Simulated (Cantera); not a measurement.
Equilibrium for carbothermic reduction: PbO + C + CO

Input: 1 mol PbO, 1.8 mol C, 0.27 mol CO, equilibrated at 1475 K.

Cantera equilibrium calculation (NASA polynomials, part measured and part estimated; ideal gas, pure solids and liquids). Candidate condensed phases: C, Pb, PbO, PbO2, Pb3O4; 15 gas species. Equilibrium is a limit: real reactors are often held back by kinetics, nucleation or transport.

From 10.0 Pa to 14.0 mbar the condensed part is C(graphite). From 72.0 mbar to 10.0 bar the condensed part is C(graphite) + Pb(l). The main Pb-bearing gas is Pb throughout.

| P (Pa) | x CO | x Pb | x CO2 | x Pb2 | n C(graphite) | n Pb(l) |
|---|---|---|---|---|---|---|
| 10 | 0.559 | 0.441 | 2.60e-8 | 3.60e-7 | 0.800 | 0 |
| 52 | 0.559 | 0.441 | 1.35e-7 | 1.87e-6 | 0.800 | 0 |
| 270 | 0.559 | 0.441 | 7.02e-7 | 9.72e-6 | 0.800 | 0 |
| 1400 | 0.559 | 0.440 | 3.64e-6 | 5.04e-5 | 0.800 | 0 |
| 7200 | 0.733 | 0.267 | 3.22e-5 | 9.51e-5 | 0.800 | 0.537 |
| 37000 | 0.948 | 0.0519 | 0.000276 | 1.85e-5 | 0.800 | 0.930 |
| 190000 | 0.988 | 0.0101 | 0.00154 | 3.60e-6 | 0.802 | 0.987 |
| 1000000 | 0.990 | 0.00192 | 0.00814 | 6.85e-7 | 0.810 | 0.998 |
x: gas mole fraction; n: condensed amount in mol.
